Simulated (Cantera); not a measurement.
A perfectly stirred reactor is fed with CO : H2 : O2 : N2 = 1 : 0.42 : 1.15 : 4.31 (molar parts), equivalence ratio 0.62, at 3750 Torr; it is adiabatic with a 725 K inlet, and is followed from long to short residence time, starting on the burning branch (τ in s: 0.061, 0.018, 0.0054, 0.0016, 0.00048, 0.00014, 4.2e-05, 1.3e-05, 3.7e-06).

Model: GRI-Mech 3.0 (53 species, 325 reactions), integrated in Cantera. The hydrogen kinetics of GRI-Mech 3.0 are dated; newer H2 mechanisms differ, most at raised pressure.

x: mole fraction; the columns are a selection and need not sum to one.

```tsv
τ (s)	T (K)	x CO	x H2	x O2	x O	x H
0.061	2277	0.00294	0.000219	0.0694	0.000542	6.04e-5
0.018	2277	0.00343	0.000250	0.0707	0.000619	7.29e-5
0.0054	2267	0.00478	0.000336	0.0718	0.000819	0.000112
0.0016	2236	0.00819	0.000563	0.0733	0.00137	0.000244
0.00048	2172	…	…	0.0759	…	…
0.00014	2059	0.0265	0.00185	0.0804	0.00487	0.00167
4.2e-5	…	…	…	…	…	0.00355
1.3e-5	1512	0.0938	0.00695	0.115	0.00554	0.00355
3.7e-6	725	0.145	0.0610	0.167	<1e-12	<1e-12
```

Problem. Some entries are withheld; supply them.

Solution. 
- 0.00048, x CO: 0.0150
- 0.00048, x H2: 0.00104
- 0.00048, x O: 0.00261
- 0.00048, x H: 0.000642
- 4.2e-5, T (K): 1885
- 4.2e-5, x CO: 0.0448
- 4.2e-5, x H2: 0.00299
- 4.2e-5, x O2: 0.0882
- 4.2e-5, x O: 0.00770
